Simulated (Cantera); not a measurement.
An isothermal, constant-pressure homogeneous reactor starts with 2.63 % CH4, 97.3 % H2, 0.0924 % N2, at 1850 K and 100.0 Torr.

Detailed kinetics in Cantera: GRI-Mech 3.0 (53 species, 325 reactions). GRI-Mech 3.0 stops at C3 and has no aromatics, soot or wall deposition, so with more carbon than oxygen in the feed, carbon stays in small species such as C2H2 where larger ones or solid carbon would form.

**Question.** Predict: x(CH4) at 70.0 s; x(H2) at 70.0 s; x(H) at 70.0 s; x(CH2) at 70.0 s; x(C2H6) at 70.0 s; x(HCN) at 70.0 s.

**Answer.** 
```
Quantity                                               Value
-----------------  -----------------------------------------
x(CH4) at 70.0 s   0.000585 (gas-phase equilibrium 0.000571)
x(H2) at 70.0 s          0.985 (gas-phase equilibrium 0.985)
x(H) at 70.0 s       0.00147 (gas-phase equilibrium 0.00147)
x(CH2) at 70.0 s     3.08e-8 (gas-phase equilibrium 3.00e-8)
x(C2H6) at 70.0 s    3.57e-9 (gas-phase equilibrium 3.40e-9)
x(HCN) at 70.0 s     1.80e-7 (gas-phase equilibrium 0.00120)
```
